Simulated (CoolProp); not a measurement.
Values from CoolProp's reference Helmholtz-energy equation of state, Lemmon 2006. It is a short technical equation, of lower accuracy than the large ones.

Give the vapour pressure (MPa), vapour density (kg/m³), liquid cp (kJ/(kg K)), surface tension (mN/m) of saturated carbonyl sulfide at -2.15, 10.95, 37.15 °C.


```
T (°C)  p (MPa)  vapour density (kg/m³)  liquid cp (kJ/(kg K))  surface tension (mN/m)
------  -------  ----------------------  ---------------------  ----------------------
-2.15     0.610                    18.0                   1.27                    12.4
10.95     0.889                    25.9                   1.31                    10.3
37.15      1.71                    50.0                   1.44                    6.53
```

Surface tension comes from a separate correlation (Mulero 2012).
